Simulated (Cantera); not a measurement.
What does this Cantera script print?

```python
import numpy as np
import cantera as ct

gas_names = """
    Ca CaCL CaCL2 CaO CaOH CaO2H2 Ca2 CL CLO CL2 H HCL HOCL HO2 H2 H2O H2O2 O OH O2 O3
""".split()
cond_names = """
    Ca(a) Ca(b) Ca(L) CaCL2(s) CaCL2(L) CaO(s) CaO(L) CaO2H2(s) H2O(s) H2O(L)
""".split()


# ... load() reads the species with a 1 bar reference pressure and builds the phases ...
atoms = {
    'CaCl2': {'Ca': 1, 'CL': 2},
    'O2': {'O': 2},
    'H2': {'H': 2},
    'H2O': {'H': 2, 'O': 1},
}
top_T = {}  # K; cautious upper limits of use, not melting points


# ... equilibrate(T, P, feed) seeds the gas with the atoms and calls Mixture.equilibrate('TP', solver="vcs", rtol=1e-11, max_steps=5000) ...
results = []
feed = {'CaCl2': 1, 'O2': 0.26, 'H2': 0.16, 'H2O': 19}  # mol
P = 190  # Pa
for T in [1100, 1200, 1300, 1400, 1500, 1600, 1700, 1800, 1900, 2000, 2100]:
    mix = equilibrate(T, P, feed)
    results.append((T, P, feed, dict(zip(mix.species_names, mix.species_moles))))

top = {s: max(r[3][s] / sum(r[3][g] for g in gas_names) for r in results) for s in gas_names}
cols = sorted((s for s in top if top[s] > 1e-06), key=lambda s: -top[s])[:5]
seen = [c for c in cond_names if any(r[3].get(c, 0) > 1e-12 for r in results)]
print("log10 of partial pressures in bar; condensed amounts in mol")
print(f"{'T/K':>10s}" + "".join(f"{s[:9]:>10s}" for s in cols + seen))
for T, P, feed, n in results:
    ng = sum(n[g] for g in gas_names)
    print(f"{T:10.4g}" + "".join(f"{np.log10(max(n[s] / ng * P / 1e5, 1e-99)):10.3f}" for s in cols)
          + "".join(f"{n.get(c, 0):10.4g}" for c in seen))
```

Result:

```
log10 of partial pressures in bar; condensed amounts in mol
       T/K       H2O       HCL        H2        O2        OH    CaO(s)
      1100    -2.770    -3.730    -9.263    -4.776    -8.077     0.997
      1200    -2.770    -3.733    -8.278    -4.777    -7.434     0.993
      1300    -2.770    -3.737    -7.441    -4.781    -6.890    0.9857
      1400    -2.770    -3.744    -6.722    -4.785    -6.424    0.9744
      1500    -2.770    -3.754    -6.098    -4.789    -6.019    0.9586
      1600    -2.770    -3.768    -5.557    -4.782    -5.663    0.9388
      1700    -2.772    -3.786    -5.096    -4.745    -5.342    0.9159
      1800    -2.777    -3.808    -4.714    -4.662    -5.046    0.8914
      1900    -2.786    -3.837    -4.403    -4.537    -4.771    0.8667
      2000    -2.803    -3.874    -4.148    -4.390    -4.519    0.8427
      2100    -2.832    -3.921    -3.939    -4.241    -4.293    0.8179
```

These are equilibrium values from Cantera (NASA tables, ideal gas, pure condensed phases), not measurements of a reactor. Condensed phases not in the tables: oxide chlorides.
